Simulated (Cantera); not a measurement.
A closed system holds: 1 mol Si3N4, 4.1 mol N2O, 1 mol H2, held at 0.290 bar.

Equilibrium computed with Cantera from the NASA thermochemical tables; the gas is ideal and each condensed phase is pure. Candidate condensed phases: H2O, Si, SiO2, Si2N2O, Si3N4; 35 gas species. Mutual solubility and eutectic melting of coexisting phases are not modelled. The tables hold silica as quartz up to 1696 K and as liquid above; real silica turns to tridymite and cristobalite and melts near 1996 K. The numbers say what is thermodynamically allowed, not how fast it happens.

### Question
What share of the Si ends up in condensed phases as a function of T (K), at 1548, 1598, 1648, 1698, 1748, 1798, 1848, 1898, 1948, 1998?

### Answer
```tsv
T (K)	Si condensed (%)	as
1548	100.0	SiO2(β-quartz) + Si2N2O(s)
1598	100.0	SiO2(β-quartz) + Si2N2O(s)
1648	99.9	SiO2(β-quartz) + Si2N2O(s)
1698	99.7	SiO2(condensed) + Si2N2O(s)
1748	99.2	SiO2(condensed) + Si2N2O(s)
1798	98.0	SiO2(condensed) + Si2N2O(s)
1848	95.0	SiO2(condensed) + Si2N2O(s)
1898	87.8	SiO2(condensed) + Si2N2O(s)
1948	69.4	SiO2(condensed) + Si2N2O(s)
1998	36.6	SiO2(l)
```
